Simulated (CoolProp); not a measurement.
Vapour pressure (MPa) of dimethyl carbonate: the reference equation beside estimates from Tc = 557.0 K, pc = 4.909 MPa, ω = 0.346. Clausius-Clapeyron is anchored at 386.1 K with a constant enthalpy of vaporisation of 32.36 kJ/mol.

Model: reference Helmholtz-energy equation of state, Zhou 2011, in CoolProp.

```
T (K)  reference  Lee-Kesler  Clausius-Clapeyron  Redlich-Kwong  Soave-Redlich-Kwong  Peng-Robinson
-----  ---------  ----------  ------------------  -------------  -------------------  -------------
382.8     0.1819      0.1812              0.1828         0.3668               0.1811         0.1813
386.1     0.1995         [?]              0.1995            [?]               0.1989         0.1989
389.5     0.2189      0.2189              0.2178         0.4255               0.2187         0.2184
392.8     0.2391      0.2395              0.2369         0.4568               0.2393         0.2388
396.2     0.2614      0.2624                 [?]         0.4907               0.2621         0.2612
399.6     0.2852      0.2868              0.2804         0.5264               0.2866         0.2853
402.9     0.3100      0.3122              0.3037         0.5627               0.3120         0.3103
406.3     0.3372      0.3402              0.3292         0.6020               0.3400         0.3379
409.6     0.3654      0.3691              0.3556         0.6420               0.3690         0.3664
413       0.3962      0.4008              0.3846         0.6851               0.4008         0.3976
416.3     0.4280      0.4335              0.4144         0.7289               0.4336            [?]
419.7     0.4628      0.4693              0.4470         0.7760               0.4696         0.4653
423       0.4985      0.5061              0.4806         0.8237               0.5066         0.5017
426.4     0.5376      0.5463              0.5171         0.8750               0.5471         0.5414
429.7     0.5776      0.5875              0.5547         0.9269               0.5887         0.5823
```

Q: Complete the blanks.

A: 
- 386.1, Lee-Kesler: 0.1991
- 386.1, Redlich-Kwong: 0.3950
- 396.2, Clausius-Clapeyron: 0.2579
- 416.3, Peng-Robinson: 0.4299

Absolute difference from the reference over all 15 rows, mean and median: Lee-Kesler 0.9 and 0.9 %, Clausius-Clapeyron 2.2 and 2.4 %, Redlich-Kwong 79.5 and 78.5 %, Soave-Redlich-Kwong 0.9 and 0.8 %, Peng-Robinson 0.3 and 0.3 %.
